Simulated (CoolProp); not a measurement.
The numbers come from the reference Helmholtz-energy equation of state, McLinden 2015 in CoolProp.

**Question.** For the fluoroketone C6F12O (FK-5-1-12), give the phase and the density (kg/m³), cp (kJ/(kg K)), cv (kJ/(kg K)), expansivity (1/kK) at 211.15 °C and 1290 kPa.

**Answer.** 
- 211.15 °C and 1290 kPa: gas; density 124, cp 1.12, cv 1.04, expansivity 4.34
